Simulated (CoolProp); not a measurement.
R1234ze(Z) along the isobar 0.692 MPa: density (kg/m³) from the reference equation and from simpler models built on Tc = 423.3 K, pc = 3.531 MPa, ω = 0.327; each cubic takes its own stable root.

Model: reference Helmholtz-energy equation of state, Akasaka 2019, in CoolProp.

| T (K) | phase | reference |
|---|---|---|
| 376.5 | gas | 28.73 |
| 382.3 | gas | 28.06 |
| 388.1 | gas | 27.43 |
| 393.8 | gas | 26.85 |
| 399.6 | gas | 26.29 |
| 405.4 | gas | 25.76 |
| 411.2 | gas | 25.26 |
| 416.9 | gas | 24.80 |
| 422.7 | gas | 24.34 |
| 428.5 | gas | 23.91 |
| 434.2 | gas | 23.50 |
| 440 | gas | 23.11 |

### Question
How far does each simpler model (Redlich-Kwong, Soave-Redlich-Kwong, Peng-Robinson) lie from the reference over these 12 states: mean and median of the absolute difference, and the worst?

### Answer
- Redlich-Kwong: mean 1.3 %, median 1.2 %, worst -2.4 % at 376.5 K and 0.692 MPa
- Soave-Redlich-Kwong: mean 1.0 %, median 1.0 %, worst -1.7 % at 376.5 K and 0.692 MPa
- Peng-Robinson: mean 0.2 %, median 0.1 %, worst -0.8 % at 376.5 K and 0.692 MPa
